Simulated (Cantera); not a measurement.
# Reactions in the system H-O-Ta

Source: NASA polynomial tables (part measured, part estimated), evaluated in Cantera. Values are per mole of reaction as written; species without (g) are pure solids or liquids, kept so even where they would boil at 1 bar.

2 Ta2O5 + 5 H2(g) ⇌ 4 Ta + 5 H2O2(g)

```tsv
T (K)	ΔH° (kJ)	ΔS° (J/K)	ΔG° (kJ)	log10 K
1473	3299.3	242.8	2941.7	-104.31
1523	3295.2	240.0	2929.7	-100.48
1573	3291.1	237.4	2917.7	-96.89
1623	3287.1	234.9	2905.9	-93.52
1673	3283.2	232.5	2894.2	-90.36
1723	3279.2	230.2	2882.7	-87.39
1773	3275.3	227.9	2871.2	-84.59
1823	3271.5	225.8	2859.9	-81.94
1873	3267.7	223.7	2848.6	-79.44
1923	3263.9	221.8	2837.5	-77.07
```
